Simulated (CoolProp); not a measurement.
Ethanol along the isobar 4.77 MPa: fugacity coefficient from the reference equation and from simpler models built on Tc = 514.7 K, pc = 6.268 MPa, ω = 0.644; each cubic takes its own stable root.

The numbers come from the reference Helmholtz-energy equation of state, Schroeder 2014 in CoolProp.

```
T (K)   phase  reference  van der Waals  Redlich-Kwong
-----  ------  ---------  -------------  -------------
335.4  liquid    0.01176         0.1887        0.06548
345.2  liquid    0.01769         0.2158        0.08392
355    liquid    0.02588         0.2447         0.1056
364.8  liquid    0.03689         0.2754         0.1305
374.6  liquid    0.05134         0.3078         0.1590
384.4  liquid    0.06986         0.3418         0.1909
394.2  liquid    0.09311         0.3773         0.2262
404    liquid     0.1217         0.4141         0.2649
413.8  liquid        [?]         0.4521         0.3067
423.6  liquid     0.1971         0.4911            [?]
433.4  liquid     0.2447         0.5310         0.3992
443.1  liquid     0.2987         0.5710            [?]
452.9  liquid     0.3602         0.6119         0.5005
```

Problem. What belongs in the gaps?

Solution. 
- 413.8, reference: 0.1562
- 423.6, Redlich-Kwong: 0.3516
- 443.1, Redlich-Kwong: 0.4486
